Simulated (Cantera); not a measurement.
**Diamond growth**

A diamond (100) surface in a fixed gas of H2 with x(CH4) = 0.013, x(CH3) = 1.7e-05, at 1275 K, 33.0 Torr; coverages are run to steady state.

Detailed kinetics in Cantera: the Harris–Goodwin 1993 mechanism for the reconstructed diamond (100) surface.

| x(H) | growth (µm/h) | θ c6HH | θ c6H* | θ c6*H | θ c6** |
|---|---|---|---|---|---|
| 0.0001 | 0.00561 | 0.648 | 0.0286 | 0.318 | 0.00444 |
| 0.00021 | 0.0172 | 0.550 | 0.0362 | 0.404 | 0.00997 |
| 0.00043 | 0.0374 | 0.481 | 0.0412 | 0.460 | 0.0177 |
| 0.00089 | 0.0649 | 0.438 | 0.0441 | 0.491 | 0.0263 |
| 0.0018 | 0.0962 | 0.415 | 0.0454 | 0.506 | 0.0331 |
| 0.0038 | 0.138 | 0.402 | 0.0461 | 0.514 | 0.0380 |
| 0.0079 | 0.201 | 0.395 | 0.0465 | 0.517 | 0.0407 |
| 0.016 | 0.295 | 0.392 | 0.0467 | 0.519 | 0.0421 |
| 0.034 | 0.439 | 0.391 | 0.0469 | 0.520 | 0.0429 |
θ: site fractions in the mechanism's names (c6HH fully hydrogenated, c6H* and c6*H radical sites, c6** diradical, c6HM methylated).
